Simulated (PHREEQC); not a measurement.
# Brine (model solution)

Make-up at 25 °C: 63 mmol/kgw MgSO4 and 0.004 mmol/kgw H4SiO4. Closed to the air; pH follows from the charge balance.

All values are PHREEQC results (ion-association model, phreeqc.dat), not measurements.

This is a speciation only: nothing precipitates in the calculation.

**Question.** Estimate the pH, density, ionic strength.

**Answer.** pH 6.78; density 1.005 g/cm³; ionic strength 0.129 mol/kgw.

**Question.** In which forms is Mg present?

**Answer.** Mg+2 51 %, MgSO4 49 % of the Mg.
